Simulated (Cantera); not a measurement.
Input (Python, Cantera) and output of one run.

```python
import numpy as np
import cantera as ct

gas_names = [...]  # 45 gases of nasa_gas.yaml made of Al, Cl, H, N, O
cond_names = """
    AL(cr) AL(L) ALCL3(s) ALCL3(L) ALN(s) AL2O3(a) AL2O3(L) H2O(s) H2O(L) NH4CL(a) NH4CL(b)
""".split()


# ... load() reads the species with a 1 bar reference pressure and builds the phases ...
atoms = {
    'AlCl3': {'AL': 1, 'CL': 3},
    'N2': {'N': 2},
    'H2': {'H': 2},
    'H2O': {'H': 2, 'O': 1},
}
top_T = {'ALN(s)': 2750}  # K; cautious upper limits of use, not melting points


# ... equilibrate(T, P, feed) seeds the gas with the atoms and calls Mixture.equilibrate('TP', solver="vcs", rtol=1e-11, max_steps=5000) ...
results = []
feed = {'AlCl3': 1, 'N2': 1.1, 'H2': 4.2, 'H2O': 0.67}  # mol
T = 2048.15  # K
P = 9500  # Pa
mix = equilibrate(T, P, feed)
results.append((T, P, feed, dict(zip(mix.species_names, mix.species_moles))))
x = sorted(zip(gas.X, gas.species_names), reverse=True)
print(f"T = {T:g} K  P = {P:g} Pa  gas = {mix.phase_moles(0):.4g} mol")
print("   x: " + "  ".join(f"{s} {v:.3e}" for v, s in x if v > 0.0001))
print("   condensed (mol): " + ("  ".join(f"{mix.phase(i).name} {mix.phase_moles(i):.4g}"
      for i in range(1, mix.n_phases) if mix.phase_moles(i) > 1e-12) or "none"))
```

Output:

```
T = 2048.15 K  P = 9500 Pa  gas = 7.609 mol
   x: H2 4.993e-01  HCL 2.746e-01  N2 1.446e-01  ALCL 4.227e-02  ALCL2 1.778e-02  ALCL3 1.321e-02  H 5.139e-03  CL 2.093e-03  H2O 8.943e-04  ALOCL 1.101e-04
   condensed (mol): AL2O3(a) 0.2208
```

Method: chemical equilibrium by Gibbs-energy minimisation in Cantera with the NASA 1993 tables (ideal gas, pure condensed phases). The tables' values for AlCl2 are old estimates; treat these amounts as uncertain.
